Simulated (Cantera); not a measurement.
Charge: 1 mol SiHCl3, 0.044 mol CH4, 6.3 mol H2, equilibrated at 1523 K and 13.3 mbar.

Method: chemical equilibrium by Gibbs-energy minimisation in Cantera with the NASA 1993 tables (ideal gas, pure condensed phases). Candidate condensed phases: C, C6H6, C7H8, C8H18, Si, SiC; 109 gas species. Mutual solubility and eutectic melting of coexisting phases are not modelled. The tables' values for SiCl3, SiCl are old estimates; treat these amounts as uncertain. Equilibrium is a limit: real reactors are often held back by kinetics, nucleation or transport.

Base state: H2 0.749, HCl 0.149, SiCl2 0.0970, SiCl3 0.00415, SiCl4 0.000532, SiHCl3 0.000300, H 0.000173, Cl 2.77e-5 (mole fractions); condensed: Si(s) + SiC(s).

### Question
What changes in the equilibrium state with this change: temperature from 1523 K to 2048.15 K?

### Answer
```json
[
 {"species": "H2", "before": "0.749", "after": "0.715"},
 {"species": "HCl", "before": "0.149", "after": "0.167"},
 {"species": "SiCl2", "before": "0.0970", "after": "0.0886"},
 {"species": "H", "before": "0.000173", "after": "0.0164"},
 {"species": "Si2C", "before": "2.46e-9", "after": "0.000190"},
 {"species": "Si2", "before": "2.03e-9", "after": "6.59e-5"},
 {"species": "Si(s), mol", "before": "0.103", "after": "0"},
 {"species": "SiC(s), mol", "before": "0.0440", "after": "0.0423"},
 {"species": "Si(l), mol", "before": "0", "after": "0.115"}
]
```
The tables' values for SiCl, SiCl3 are old estimates; treat these amounts as uncertain. Gases not in the tables: Si2H6 and higher silanes.
